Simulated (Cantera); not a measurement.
A jet of 2.82 % H₂, 7.91 % O₂, 89.3 % N₂, equivalence ratio 0.18 at 300 K and 25.5 Torr hits a platinum plate 3.2 cm away at a mass flux of 0.028 kg/m²/s; the plate temperature is set and raised in steps from an oxygen-covered start.

Cantera simulation using Deutschmann's 1995 Pt surface mechanism with GRI-Mech 3.0 gas chemistry; the numbers are that mechanism's predictions, not measurements. Catalytic surfaces can have several steady states; this one follows from the mechanism file's or the stated starting coverage.

x: mole fraction at the wall; θ: surface coverage.

```
plate T (K)  wall x H₂  wall x O₂  wall x H₂O  wall x OH  θ free Pt   θ O*     θ OH*
-----------  ---------  ---------  ----------  ---------  ---------  -----  --------
700                [?]     0.0527      0.0475      <1e-8      0.117  0.881   0.00255
750                [?]     0.0525      0.0477      <1e-8      0.136  0.862   0.00199
800                [?]     0.0520      0.0485      <1e-8      0.176  0.822   0.00167
850                [?]     0.0516      0.0491    1.87e-8      0.234  0.765   0.00145
900                [?]     0.0513      0.0495    5.90e-8      0.302  0.697   0.00126
950                [?]     0.0511      0.0498    1.65e-7      0.373  0.626   0.00108
1000               [?]     0.0510      0.0499    4.11e-7      0.446  0.553  0.000928
1050               [?]     0.0509      0.0499    9.38e-7      0.516  0.483  0.000790
```

### Question
Some entries are withheld; supply them.

### Answer

- 700, wall x H₂: 0.00322
- 750, wall x H₂: 0.00291
- 800, wall x H₂: 0.00238
- 850, wall x H₂: 0.00190
- 900, wall x H₂: 0.00155
- 950, wall x H₂: 0.00130
- 1000, wall x H₂: 0.00113
- 1050, wall x H₂: 0.00102
